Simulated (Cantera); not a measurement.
A perfectly stirred reactor is fed with 3.45 % CH4, 96.6 % N2, at 0.0760 bar; it is held at 1600 K, and followed from long to short residence time.

Model: GRI-Mech 3.0 (53 species, 325 reactions), integrated in Cantera. GRI-Mech 3.0 stops at C3 and has no aromatics, soot or wall deposition, so with more carbon than oxygen in the feed, carbon stays in small species such as C2H2 where larger ones or solid carbon would form.

x: mole fraction; the columns are a selection and need not sum to one.

```tsv
τ (s)	x CH4	x C2H2	x C2H4	x CH3	x C2H
1.7	0.0110	0.0112	0.000125	0.000141	[?]
0.74	0.0157	0.00874	0.000256	0.000192	[?]
0.32	0.0210	0.00591	0.000478	0.000249	[?]
0.14	0.0261	0.00315	0.000723	0.000296	[?]
0.059	0.0307	0.000959	0.000693	0.000301	[?]
0.025	0.0335	0.000106	0.000245	0.000216	3.11e-10
0.011	0.0343	5.58e-6	3.55e-5	0.000112	2.66e-11
0.0046	0.0344	1.84e-7	3.10e-6	4.94e-5	1.36e-12
```

Q: Some entries are withheld; supply them.

A: 
- 1.7, x C2H: 2.44e-8
- 0.74, x C2H: 1.86e-8
- 0.32, x C2H: 1.26e-8
- 0.14, x C2H: 7.00e-9
- 0.059, x C2H: 2.31e-9
